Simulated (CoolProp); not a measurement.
Vapour-liquid equilibrium of carbon dioxide (1) + CH3F (R41) (2) at 2.88 MPa; x and y are mole fractions of (1).

Model: multi-fluid Helmholtz-energy mixture model, Span 1996 and Lemmon 2006; pair parameters Bell 2016, in CoolProp.

**Question.** Give the bubble temperature and the first vapour's composition at x = 0.05, 0.5, 0.95. Is there an azeotrope?

**Answer.** x = 0.05: 285.2 K, y = 0.067; x = 0.5: 275.6 K, y = 0.580; x = 0.95: 267.1 K, y = 0.966. No azeotrope shows between x = 0.05 and 0.95.

The pair parameters rest on a limited set of measurements; away from them the model extrapolates.
